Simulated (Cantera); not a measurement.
A perfectly stirred reactor is fed with NO : N₂ = 1 : 0.39 (molar parts), at 30.8 Torr; it is held at 2200 K, and followed from long to short residence time.

Detailed kinetics in Cantera: GRI-Mech 3.0 (53 species, 325 reactions). Radical loss at walls, strong at low pressure, is not modelled.

Problem. What does this change do: NO 1 to 4.8 parts?

Solution. 
```csv
quantity,before,after
x(NO) at τ = 25.0 s,0.0364,0.0425
x(O) at τ = 25.0 s,0.00778,0.00885
x(O₂) at τ = 25.0 s,0.336,0.435
x(N₂) at τ = 25.0 s,0.620,0.514
x(NO₂) at τ = 25.0 s,1.19e-5,1.57e-5
x(NO) at τ = 64.0 ms,0.678,0.860
x(O) at τ = 64.0 ms,0.00248,0.00307
x(O₂) at τ = 64.0 ms,0.0190,0.0302
x(N₂) at τ = 64.0 ms,0.300,0.107
x(NO₂) at τ = 64.0 ms,5.52e-5,8.52e-5
```

Problem. What does this change do: NO 1 to 5 parts?

Solution. 
```csv
quantity,before,after
x(NO) at τ = 25.0 s,0.0364,0.0426
x(O) at τ = 25.0 s,0.00778,0.00886
x(O₂) at τ = 25.0 s,0.336,0.436
x(N₂) at τ = 25.0 s,0.620,0.513
x(NO₂) at τ = 25.0 s,1.19e-5,1.58e-5
x(NO) at τ = 64.0 ms,0.678,0.862
x(O) at τ = 64.0 ms,0.00248,0.00307
x(O₂) at τ = 64.0 ms,0.0190,0.0303
x(N₂) at τ = 64.0 ms,0.300,0.104
x(NO₂) at τ = 64.0 ms,5.52e-5,8.56e-5
```
